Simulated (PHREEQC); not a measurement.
Dissolve 6.2 mmol/kgw ZnSO4, 21 mmol/kgw NaCl and 26 mmol/kgw MnSO4 at 25 °C. Closed to the air; pH follows from the charge balance.

Equilibrium calculation in PHREEQC: ion-association model, phreeqc.dat.

No solid was allowed to form.

Task: Predict the pH, specific conductance.

Result: pH 5.94; specific conductance 5840 µS/cm.

Task: In which forms is Cl present?

Result: Cl- 97 %, MnCl+ 2.6 % of the Cl.

Species that the database lacks are ignored.
